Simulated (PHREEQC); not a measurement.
0.75 g of hydrous ferric oxide (600 m²/g; 0.2 weak and 0.005 strong sites per Fe, Dzombak-Morel constants, diffuse double layer) in 1 kg of water with 0.3 mol/kgw of an inert sodium salt and 0.0028 mmol/kgw H3BO3, 0.13 mmol/kgw CuCl2 and 0.068 mmol/kgw CaCl2, at 25 °C; the pH is set by adding NaOH or the inert anion's acid. Oxygen is held at 0.21 atm. The system is closed to CO2. Nothing may precipitate in this run.

Model: ion-association model, wateq4f.dat, run in PHREEQC.

```json
[
 {"pH": "3", "B sorbed (%)": "0.0", "Cu sorbed (%)": "0.1", "Ca sorbed (%)": "0.0", "surface charge σ (C/m²)": "0.368", "surface potential ψ (mV)": "125"},
 {"pH": "3.67", "B sorbed (%)": "0.0", "Cu sorbed (%)": "1.2", "Ca sorbed (%)": "0.0", "surface charge σ (C/m²)": "0.360", "surface potential ψ (mV)": "124"},
 {"pH": "4.33", "B sorbed (%)": "0.1", "Cu sorbed (%)": "14.6", "Ca sorbed (%)": "0.0", "surface charge σ (C/m²)": "0.331", "surface potential ψ (mV)": "120"},
 {"pH": "5", "B sorbed (%)": "0.2", "Cu sorbed (%)": "57.0", "Ca sorbed (%)": "0.0", "surface charge σ (C/m²)": "0.272", "surface potential ψ (mV)": "110"},
 {"pH": "5.67", "B sorbed (%)": "0.3", "Cu sorbed (%)": "93.9", "Ca sorbed (%)": "0.0", "surface charge σ (C/m²)": "0.197", "surface potential ψ (mV)": "95"},
 {"pH": "6.33", "B sorbed (%)": "0.5", "Cu sorbed (%)": "99.5", "Ca sorbed (%)": "0.0", "surface charge σ (C/m²)": "0.129", "surface potential ψ (mV)": "74"},
 {"pH": "7", "B sorbed (%)": "0.5", "Cu sorbed (%)": "99.9", "Ca sorbed (%)": "0.2", "surface charge σ (C/m²)": "0.075", "surface potential ψ (mV)": "51"},
 {"pH": "7.67", "B sorbed (%)": "0.5", "Cu sorbed (%)": "100.0", "Ca sorbed (%)": "1.9", "surface charge σ (C/m²)": "0.032", "surface potential ψ (mV)": "25"},
 {"pH": "8.33", "B sorbed (%)": "0.4", "Cu sorbed (%)": "99.9", "Ca sorbed (%)": "15.6", "surface charge σ (C/m²)": "-0.003", "surface potential ψ (mV)": "-2"},
 {"pH": "9", "B sorbed (%)": "0.2", "Cu sorbed (%)": "99.9", "Ca sorbed (%)": "63.1", "surface charge σ (C/m²)": "-0.037", "surface potential ψ (mV)": "-28"},
 {"pH": "9.67", "B sorbed (%)": "0.1", "Cu sorbed (%)": "99.8", "Ca sorbed (%)": "94.2", "surface charge σ (C/m²)": "-0.080", "surface potential ψ (mV)": "-54"},
 {"pH": "10.33", "B sorbed (%)": "0.0", "Cu sorbed (%)": "99.4", "Ca sorbed (%)": "99.2", "surface charge σ (C/m²)": "-0.136", "surface potential ψ (mV)": "-77"},
 {"pH": "11", "B sorbed (%)": "0.0", "Cu sorbed (%)": "97.9", "Ca sorbed (%)": "99.9", "surface charge σ (C/m²)": "-0.200", "surface potential ψ (mV)": "-95"}
]
```

The database's constant for dissolved Cu(OH)2 is higher than later reviews accept. The oxide is taken as insoluble; below pH 4 it would dissolve.
